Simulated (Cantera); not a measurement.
## SiH4 + O3 + H2 (silicon oxide and oxynitride deposition)

Charge: 1 mol SiH4, a varied amount of O3, 1.9 mol H2, held at 1050 K and 1.88 Torr.

Method: chemical equilibrium by Gibbs-energy minimisation in Cantera with the NASA 1993 tables (ideal gas, pure condensed phases). Candidate condensed phases: H2O, Si, SiO2; 18 gas species. Mutual solubility and eutectic melting of coexisting phases are not modelled. Rates play no part.

```tsv
n(O3) (mol)	x H2	x H2O	x O2	x OH	n Si(s)	n SiO2(β-quartz)
0.36	1.000	3.14e-9	<1e-12	<1e-12	0.460	0.540
0.89	0.828	0.172	<1e-12	9.78e-11	0	1.00
1.4	0.436	0.564	<1e-12	4.43e-10	0	1.00
2	6.35e-8	0.987	0.0127	2.03e-6	0	1.00
2.5	1.45e-8	0.830	0.170	3.56e-6	0	1.00
3	9.71e-9	0.716	0.284	3.76e-6	0	1.00
3.6	7.15e-9	0.614	0.386	3.76e-6	0	1.00
4.1	5.92e-9	0.549	0.451	3.70e-6	0	1.00
```
x: gas mole fraction; n: condensed amount in mol.

At 0.36 mol O3 the condensed part is Si(s) + SiO2(β-quartz). From 0.89 mol O3 to 4.1 mol O3 the condensed part is SiO2(β-quartz).
